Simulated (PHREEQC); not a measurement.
**Nickel, zinc or cadmium bath (model solution)**

Dissolve 0.17 mol CdCl2, 0.061 mol Na2SO4 and 0.18 mol H2SO4 per kg of water at 25 °C. Closed to the air; pH follows from the charge balance.

Model: ion-association model, phreeqc.dat, run in PHREEQC.

Each row changes one thing in this solution. No solid was allowed to form.

| case | pH | ionic strength (mol/kgw) | Cl- (mol/kgw) | HSO4- (mol/kgw) | CdCl+ (mol/kgw) | SO4-2 (mol/kgw) | SI of Cd(OH)2 (Cd(OH)2) |
|---|---|---|---|---|---|---|---|
| as made | 0.83 | 0.519 | 0.176 | 0.168 | 0.0955 | 0.0428 | -14.18 |
| H2SO4 left out | ? | 0.315 | 0.172 | 3.70e-6 | 0.0951 | 0.0332 | -4.93 |
| Na2SO4 left out | 0.77 | 0.423 | 0.170 | 0.137 | 0.0991 | 0.0273 | ? |
| CdCl2 from 0.17 to 0.187 mol/kgw | 0.83 | 0.532 | 0.187 | 0.167 | 0.105 | 0.0430 | -14.17 |
| H2SO4 from 0.18 to 0.9 mol/kgw | 0.15 | 1.30 | 0.177 | 0.848 | 0.0991 | 0.0764 | -15.46 |
| diluted 2-fold with water | 1.09 | 0.290 | 0.103 | 0.0760 | 0.0459 | 0.0277 | -13.78 |
| Na2SO4 from 0.061 to 0.0061 mol/kgw | 0.77 | 0.432 | 0.170 | 0.140 | 0.0987 | 0.0287 | -14.29 |

Problem. Some entries are withheld; supply them.

Solution. 
- H2SO4 left out, pH: 5.47
- Na2SO4 left out, SI of Cd(OH)2 (Cd(OH)2): -14.30

The ionic strength passes 0.7 mol/kgw, the rough limit of the ion-association models, in H2SO4 from 0.18 to 0.9 mol/kgw.
